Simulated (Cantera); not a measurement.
# Adiabatic ignition

An adiabatic, constant-pressure homogeneous reactor starts with 12.8 % CH₃OH, 16.0 % O₂, 60.3 % N₂, 2.57 % CO₂, 8.22 % H₂, at 1725 K and 750 Torr.

Computed with Cantera and GRI-Mech 3.0 (53 species, 325 reactions). GRI-Mech 3.0 was tuned for natural gas; its chemistry of methanol as a main component is partial and can be far from experiment.

```json
[
 {"t (s)": "3.00e-6", "T (K)": "1724", "x CH₃OH": "0.127", "x O₂": "0.160", "x CO₂": "0.0257", "x HCN": "7.34e-12", "x NO": "6.13e-12", "x CH₂": "1.39e-6", "x N₂O": "1.28e-9"},
 {"t (s)": "8.23e-6", "T (K)": "1726", "x CH₃OH": "0.124", "x O₂": "0.158", "x CO₂": "0.0257", "x HCN": "3.66e-11", "x NO": "3.22e-11", "x CH₂": "1.41e-6", "x N₂O": "1.16e-8"},
 {"t (s)": "2.26e-5", "T (K)": "1796", "x CH₃OH": "0.0892", "x O₂": "0.138", "x CO₂": "0.0252", "x HCN": "5.49e-10", "x NO": "4.99e-10", "x CH₂": "2.83e-6", "x N₂O": "1.11e-7"},
 {"t (s)": "6.20e-5", "T (K)": "2434", "x CH₃OH": "<1e-12", "x O₂": "0.0139", "x CO₂": "0.0429", "x HCN": "6.41e-11", "x NO": "4.20e-5", "x CH₂": "<1e-12", "x N₂O": "5.43e-8"},
 {"t (s)": "0.000170", "T (K)": "2698", "x CH₃OH": "<1e-12", "x O₂": "0.00883", "x CO₂": "0.0455", "x HCN": "5.87e-10", "x NO": "0.000311", "x CH₂": "<1e-12", "x N₂O": "1.23e-7"},
 {"t (s)": "0.000468", "T (K)": "2796", "x CH₃OH": "<1e-12", "x O₂": "0.00657", "x CO₂": "0.0471", "x HCN": "2.97e-9", "x NO": "0.00123", "x CH₂": "<1e-12", "x N₂O": "1.89e-7"},
 {"t (s)": "0.00128", "T (K)": "2794", "x CH₃OH": "<1e-12", "x O₂": "0.00615", "x CO₂": "0.0469", "x HCN": "6.15e-9", "x NO": "0.00316", "x CH₂": "<1e-12", "x N₂O": "2.04e-7"},
 {"t (s)": "0.00352", "T (K)": "2790", "x CH₃OH": "<1e-12", "x O₂": "0.00585", "x CO₂": "0.0467", "x HCN": "8.84e-9", "x NO": "0.00479", "x CH₂": "<1e-12", "x N₂O": "2.25e-7"},
 {"t (s)": "0.00967", "T (K)": "2790", "x CH₃OH": "<1e-12", "x O₂": "0.00582", "x CO₂": "0.0466", "x HCN": "9.13e-9", "x NO": "0.00497", "x CH₂": "<1e-12", "x N₂O": "2.28e-7"},
 {"t (s)": "0.0265", "T (K)": "2790", "x CH₃OH": "<1e-12", "x O₂": "0.00582", "x CO₂": "0.0466", "x HCN": "9.13e-9", "x NO": "0.00497", "x CH₂": "<1e-12", "x N₂O": "2.28e-7"},
 {"t (s)": "0.0729", "T (K)": "2790", "x CH₃OH": "<1e-12", "x O₂": "0.00582", "x CO₂": "0.0466", "x HCN": "9.13e-9", "x NO": "0.00497", "x CH₂": "<1e-12", "x N₂O": "2.28e-7"},
 {"t (s)": "0.200", "T (K)": "2790", "x CH₃OH": "<1e-12", "x O₂": "0.00582", "x CO₂": "0.0466", "x HCN": "9.13e-9", "x NO": "0.00497", "x CH₂": "<1e-12", "x N₂O": "2.28e-7"}
]
```
x: mole fraction; the columns are a selection and need not sum to one.

```yaml
time_of_steepest_temperature_rise: 33.6 µs
temperature at 0.200 s: 2790 K
equilibrium_temperature: 2790 K
x(CH₃OH) at 0.200 s: <1e-12 (gas-phase equilibrium <1e-12)
x(O₂) at 0.200 s: 0.00582 (gas-phase equilibrium 0.00582)
x(CO₂) at 0.200 s: 0.0466 (gas-phase equilibrium 0.0466)
```
